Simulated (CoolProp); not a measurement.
Properties of propylene at several states (Tc = 91.1 °C, pc = 4.555 MPa, ω = 0.146).

The numbers come from the reference Helmholtz-energy equation of state, Lemmon 2013 in CoolProp.

| T (°C) | p (MPa) | phase | density (kg/m³) | cp (kJ/(kg K)) | viscosity (µPa s) | conductivity (mW/(m K)) | fugacity coefficient |
|---|---|---|---|---|---|---|---|
| 60.45 | 0.349 | gas | 5.489 | (withheld) | (withheld) | 21.1 | 0.9656 |
| -52.75 | 18.5 | liquid | (withheld) | 2.109 | 241 | 156 | 0.008228 |
| -95.55 | 9 | liquid | (withheld) | 2.059 | 393 | (withheld) | 0.0009333 |
| -28.05 | 0.195 | gas | 4.256 | 1.431 | (withheld) | 12.2 | 0.9490 |
| 141.55 | 0.666 | gas | 8.412 | 2.008 | 12.0 | 31.7 | 0.9670 |
| -76.35 | 0.185 | liquid | 644.6 | (withheld) | 278 | (withheld) | 0.1184 |

Complete the blanks.


- 60.45, cp (kJ/(kg K)): 1.712
- 60.45, viscosity (µPa s): 9.63
- -52.75, density (kg/m³): 633.8
- -95.55, density (kg/m³): 672.6
- -95.55, conductivity (mW/(m K)): 167
- -28.05, viscosity (µPa s): 6.92
- -76.35, cp (kJ/(kg K)): 2.106
- -76.35, conductivity (mW/(m K)): 157

Viscosity comes from a separate model (Huber 2003), an estimate that may be off by 10 % or more. Thermal conductivity comes from a separate model (Huber 2003), an estimate that may be off by 10 % or more.
